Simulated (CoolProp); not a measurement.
A simple Rankine cycle with fluoroethane (R161): condensing at 322.15 K, boiler at 3.79 MPa, turbine inlet 362.5 K, turbine efficiency 0.65, pump efficiency 0.6, no recuperator. Each further row changes one setting.

The numbers come from the reference Helmholtz-energy equation of state, Wu 2012 in CoolProp.

| case | thermal efficiency (%) | net work (kJ/kg) | heat in (kJ/kg) | turbine exit temperature (K) | volume ratio over the turbine |
|---|---|---|---|---|---|
| as stated | 4.8 | ___ | 287 | 322.1 | 2.53 |
| turbine inlet 382.5 K | 5.4 | 18.6 | ___ | 341.2 | 2.35 |
| condensing temperature 314.15 K | 5.8 | 17.9 | ___ | 314.2 | 3.10 |
| boiler pressure 2.65 MPa | 3.3 | 11.1 | 339 | 340.7 | 1.60 |
| turbine efficiency 0.55 | 3.8 | 10.8 | 287 | 322.1 | 2.55 |

### Question
Some entries are withheld; supply them.

### Answer

- as stated, net work (kJ/kg): 13.7
- turbine inlet 382.5 K, heat in (kJ/kg): 347
- condensing temperature 314.15 K, heat in (kJ/kg): 306

The expansion ends wet for: as stated; condensing temperature 314.15 K; turbine efficiency 0.55.
